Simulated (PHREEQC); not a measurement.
A solution holds 0.021 mol/kgw FeSO4, 0.225 mol/kgw CaCl2 and 0.00016 mol/kgw NaH2PO4, at 25 °C. Closed to the air; pH follows from the charge balance.

The numbers come from PHREEQC with the ion-association model, wateq4f.dat.

No solid was allowed to form.

Q: Estimate the pH, activity of water.

A: pH 5.21; activity of water 0.988.

Q: In which forms is S present?

A: CaSO4 59 %, SO4-2 37 %, FeSO4 4.0 % of the S.

The solution is supersaturated, for example in Gypsum, Vivianite, so a real one may precipitate; this is no full list. The ionic strength is past about 0.7 mol/kgw, beyond the range of this activity model, so the values are rough. Complexes and solids missing from the database can't appear. H3PO4, which wateq4f.dat lacks, is added to it with the constant of phreeqc.dat.
